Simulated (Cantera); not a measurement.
What does this Cantera script print?

```python
import numpy as np
import cantera as ct

gas_names = """
    H HNO HNO2 HNO3 HO2 H2 H2O H2O2 N NH NH2 NH3 NH2OH NO NO2 NO3 N2 N2H2 N2H4 N2O O OH O2 O3 Si SiH
    SiH2 SiH3 SiH4 SiN SiO SiO2 Si2 Si2N Si3
""".split()
cond_names = """
    H2O(s) H2O(L) Si(cr) Si(L) SiO2(Lqz) SiO2(hqz) SiO2(L) Si2N2O(s) Si3N4(a)
""".split()


# ... load() reads the species with a 1 bar reference pressure and builds the phases ...
atoms = {
    'Si3N4': {'Si': 3, 'N': 4},
    'N2O': {'N': 2, 'O': 1},
    'H2': {'H': 2},
}
top_T = {'Si2N2O(s)': 2100, 'Si3N4(a)': 2400}  # K; cautious upper limits of use, not melting points


# ... equilibrate(T, P, feed) seeds the gas with the atoms and calls Mixture.equilibrate('TP', solver="vcs", rtol=1e-11, max_steps=5000) ...
results = []
feed = {'Si3N4': 1, 'N2O': 0.52, 'H2': 180}  # mol
P = 1000  # Pa
for T in [1073, 1123, 1173, 1223, 1273, 1323, 1373, 1423, 1473, 1523, 1573]:
    mix = equilibrate(T, P, feed)
    results.append((T, P, feed, dict(zip(mix.species_names, mix.species_moles))))

top = {s: max(r[3][s] / sum(r[3][g] for g in gas_names) for r in results) for s in gas_names}
cols = sorted((s for s in top if top[s] > 0.001), key=lambda s: -top[s])[:8]
seen = [c for c in cond_names if any(r[3].get(c, 0) > 1e-12 for r in results)]
print("log10 of partial pressures in bar; condensed amounts in mol")
print(f"{'T/K':>10s}" + "".join(f"{s[:9]:>10s}" for s in cols + seen))
for T, P, feed, n in results:
    ng = sum(n[g] for g in gas_names)
    print(f"{T:10.4g}" + "".join(f"{np.log10(max(n[s] / ng * P / 1e5, 1e-99)):10.3f}" for s in cols)
          + "".join(f"{n.get(c, 0):10.4g}" for c in seen))
```

It prints:

```
log10 of partial pressures in bar; condensed amounts in mol
       T/K        H2        N2    Si(cr) Si2N2O(s)  Si3N4(a)
      1073    -2.002    -4.416         0      0.52    0.6533
      1123    -2.002    -4.416         0      0.52    0.6533
      1173    -2.002    -4.416         0      0.52    0.6533
      1223    -2.002    -4.416         0      0.52    0.6533
      1273    -2.002    -4.416         0      0.52    0.6533
      1323    -2.002    -4.416         0      0.52    0.6533
      1373    -2.002    -4.416         0    0.5198    0.6534
      1423    -2.002    -4.416         0    0.5186    0.6538
      1473    -2.002    -4.414         0    0.5128    0.6556
      1523    -2.003    -4.131    0.9595    0.4928    0.3423
      1573    -2.006    -3.931     2.094    0.3841         0
```

Equilibrium computed with Cantera from the NASA thermochemical tables; the gas is ideal and each condensed phase is pure. Mutual solubility and eutectic melting of coexisting phases are not modelled.
